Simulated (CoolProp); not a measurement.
R245fa along the isotherm 365.4 K: Z from the reference equation and from simpler models built on Tc = 427.0 K, pc = 3.651 MPa, ω = 0.378; each cubic takes its own stable root.

The numbers come from the reference Helmholtz-energy equation of state, Akasaka 2015 in CoolProp.

| p (MPa) | phase | reference |
|---|---|---|
| 0.152 | gas | 0.9749 |
| 0.304 | gas | 0.9484 |
| 0.456 | gas | 0.9203 |
| 0.608 | gas | 0.8903 |
| 0.761 | gas | 0.8577 |
| 0.913 | gas | 0.8224 |
| 1.22 | liquid | 0.04778 |
| 1.37 | liquid | 0.05359 |
| 1.52 | liquid | 0.05938 |
| 1.67 | liquid | 0.06516 |
| 1.83 | liquid | 0.07132 |

Problem. How far does each simpler model (van der Waals, Redlich-Kwong, Soave-Redlich-Kwong, Peng-Robinson) lie from the reference over these 11 states: mean and median of the absolute difference, and the worst?

Solution. 
- van der Waals: mean 563.7 %, median 6.9 %, worst +1638.6 % at 365.4 K and 1.22 MPa
- Redlich-Kwong: mean 267.0 %, median 3.4 %, worst +1550.1 % at 365.4 K and 1.22 MPa
- Soave-Redlich-Kwong: mean 6.8 %, median 1.4 %, worst +14.6 % at 365.4 K and 1.22 MPa
- Peng-Robinson: mean 0.5 %, median 0.3 %, worst +1.0 % at 365.4 K and 1.22 MPa

At some of these states van der Waals, Redlich-Kwong gives the other phase, because its saturation line lies elsewhere.
